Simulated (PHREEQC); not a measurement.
A made-up water analysis in mg/kgw, 40 °C, pH 6.47:

```
constituent         mg/kgw
------------------  ------
Na                    9150
K                     35.3
Ca                     724
Mg                     165
Cl                   12400
S(6) as SO4           5150
Alkalinity as HCO3    17.6
B                     46.7
Li                    8.95
Br                    66.2
```

Valence states are taken as typed.

Computed with PHREEQC (Pitzer model, pitzer.dat).

Question: The ionic strength comes out as 0.532 mol/kgw. What activity coefficients do Ca+2, Br-, Mg+2, Li+, HCO3- get?

Answer: Ca+2 0.18, Br- 0.66, Mg+2 0.21, Li+ 0.74, HCO3- 0.65. Single-ion values are on the MacInnes scale.

Precipitation was switched off in this run. Complexes and solids missing from the database can't appear. Away from 25 °C the constants follow the database's enthalpies or fits; those with neither stay at their 25 °C values.
